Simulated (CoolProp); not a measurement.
The numbers come from the reference Helmholtz-energy equation of state, Schroeder 2014 in CoolProp.

Q: Give the vapour pressure (bar), liquid density (kg/m³), enthalpy of vaporisation (kJ/kg), liquid conductivity (mW/(m K)) of saturated ethanol at 359.6 K.

A: 
```json
[
 {"T (K)": "359.6", "p (bar)": "1.38", "liquid density (kg/m³)": "728", "enthalpy of vaporisation (kJ/kg)": "836", "liquid conductivity (mW/(m K))": "153"}
]
```

Thermal conductivity comes from a separate model (Assael 2013).
